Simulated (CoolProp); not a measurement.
Saturation properties of m-xylene (Tc = 616.9 K, pc = 3535 kPa, ω = 0.326).

Computed with CoolProp (reference Helmholtz-energy equation of state, Zhou 2012).

```
T (K)  p (kPa)  liquid cp (kJ/(kg K))  vapour Z  surface tension (mN/m)
-----  -------  ---------------------  --------  ----------------------
475.5    428.5                  2.378    0.8819                    10.1
481.3      ___                  2.405    0.8724                    9.61
487      532.4                  2.431       ___                    9.11
492.7    590.5                  2.459    0.8521                    8.61
498.4    653.3                  2.488    0.8411                    8.11
504.1    721.0                  2.518    0.8296                    7.63
509.8    793.8                  2.549    0.8175                    7.15
515.5    872.1                    ___    0.8047                    6.67
521.2    956.1                  2.615    0.7913                    6.20
526.9     1046                  2.652    0.7771                    5.74
532.6      ___                  2.691    0.7622                    5.29
538.3      ___                  2.732    0.7465                    4.85
544       1355                  2.778    0.7300                    4.41
```

Problem. Fill in the missing entries.

Solution. 
- 481.3, p (kPa): 478.8
- 487, vapour Z: 0.8625
- 515.5, liquid cp (kJ/(kg K)): 2.581
- 532.6, p (kPa): 1142
- 538.3, p (kPa): 1245

It boils at 412.2 K under 1 atm.

Surface tension comes from a separate correlation (Mulero 2014).
